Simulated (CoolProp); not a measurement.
Vapour-liquid equilibrium of ethylbenzene (1) + p-xylene (2) at 469 K; x and y are mole fractions of (1).

Values from CoolProp's multi-fluid Helmholtz-energy mixture model, Zhou 2012 and Zhou 2012; pair parameters Bell 2016.

```
x     bubble pressure, mixture model (bar)  bubble pressure, Raoult's law (bar)  y, mixture model  y, Raoult's law
----  ------------------------------------  -----------------------------------  ----------------  ---------------
0.05                                 3.821                                3.816             0.053            0.052
0.15                                 3.845                                3.834             0.157            0.156
0.25                                 3.866                                3.851             0.259            0.259
0.35                                 3.886                                3.869             0.359            0.360
0.45                                 3.903                                3.887             0.459            0.461
0.55                                 3.919                                3.905             0.559            0.561
0.65                                 3.934                                3.922             0.657            0.660
0.75                                 3.949                                3.940             0.756            0.758
0.85                                 3.963                                3.958             0.854            0.856
0.95                                 3.977                                3.976             0.952            0.952
```

The largest gap from Raoult's law is +0.4 % in bubble pressure, at x = 0.35. No azeotrope shows between x = 0.05 and 0.95.

Pair parameters are fitted to limited data, so mixtures are less certain than the pure fluids.
